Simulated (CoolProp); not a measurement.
R1336mzz(Z) along the isobar 3140 kPa: density (kg/m³) from the reference equation and from simpler models built on Tc = 171.3 °C, pc = 2904 kPa, ω = 0.386; each cubic takes its own stable root.

Computed with CoolProp (reference Helmholtz-energy equation of state, McLinden 2020).

```tsv
T (°C)	phase	reference
27.55	liquid	1368
40.05	liquid	1336
52.65	liquid	1303
65.25	liquid	1268
77.85	liquid	1232
90.45	liquid	1193
103.05	liquid	1152
115.55	liquid	1107
128.15	liquid	1056
140.75	liquid	997.6
153.35	liquid	924.7
```

Question: How far does each simpler model (van der Waals, Redlich-Kwong, Soave-Redlich-Kwong, Peng-Robinson) lie from the reference over these 11 states: mean and median of the absolute difference, and the worst?

Answer: 
- van der Waals: mean 42.3 %, median 42.4 %, worst -43.4 % at 27.55 °C and 3140 kPa
- Redlich-Kwong: mean 20.6 %, median 20.1 %, worst -24.4 % at 153.35 °C and 3140 kPa
- Soave-Redlich-Kwong: mean 16.0 %, median 15.1 %, worst -20.8 % at 153.35 °C and 3140 kPa
- Peng-Robinson: mean 5.2 %, median 3.9 %, worst -11.2 % at 153.35 °C and 3140 kPa
